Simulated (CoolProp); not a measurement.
Computed with CoolProp (reference Helmholtz-energy equation of state, Wu 2012).

Task: Give the vapour pressure (MPa), vapour density (kg/m³), liquid cp (kJ/(kg K)), surface tension (mN/m) of saturated fluoroethane (R161) at -37.85, -0.05, 62.95 °C.

Result: 
```
T (°C)  p (MPa)  vapour density (kg/m³)  liquid cp (kJ/(kg K))  surface tension (mN/m)
------  -------  ----------------------  ---------------------  ----------------------
-37.85   0.1000                    2.54                   1.96                    18.0
-0.05     0.436                    10.2                   2.13                    12.7
62.95      2.31                    58.2                   2.74                    4.38
```

Surface tension comes from a separate correlation (Mulero 2012).
